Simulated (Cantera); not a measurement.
An adiabatic, constant-volume homogeneous reactor starts with CH4 : O2 : N2 = 1 : 0.87 : 6.96 (molar parts), equivalence ratio 2.3, at 1075 K and 320000 Pa. Integrator tolerance rtol = 1e-08.

Cantera simulation using GRI-Mech 3.0 (53 species, 325 reactions); the numbers are that mechanism's predictions, not measurements.

| quantity | before | after |
|---|---|---|
| time of steepest temperature rise | 0.283 s | 10.1 ms |
| temperature at 8.00 s | 1890 K | 2124 K |
| equilibrium temperature | 1890 K | 2124 K |
| x(CH4) at 8.00 s | 1.35e-8 (gas-phase equilibrium 1.53e-8) | 2.29e-9 (gas-phase equilibrium 2.61e-9) |
| x(O2) at 8.00 s | 5.09e-10 (gas-phase equilibrium 5.09e-10) | 2.01e-8 (gas-phase equilibrium 2.01e-8) |
| x(C2H6) at 8.00 s | <1e-12 (gas-phase equilibrium <1e-12) | <1e-12 (gas-phase equilibrium <1e-12) |
| x(NO2) at 8.00 s | <1e-12 (gas-phase equilibrium <1e-12) | 3.26e-12 (gas-phase equilibrium 3.26e-12) |
| x(NO) at 8.00 s | 4.57e-7 (gas-phase equilibrium 2.59e-7) | 3.09e-6 (gas-phase equilibrium 3.09e-6) |
| x(H2O2) at 8.00 s | 4.61e-12 (gas-phase equilibrium 4.61e-12) | 6.11e-11 (gas-phase equilibrium 6.11e-11) |
| x(C2H2) at 8.00 s | 2.16e-12 (gas-phase equilibrium 2.45e-12) | 1.26e-12 (gas-phase equilibrium 1.43e-12) |

Task: Name the change that produced these shifts.
A. initial temperature 1075 to 1325 K
B. CH4 1 to 0.43 parts
C. O2 0.87 to 2.4 parts
D. pressure from 320000 Pa to 1000000 Pa

Result: A, initial temperature 1075 to 1325 K
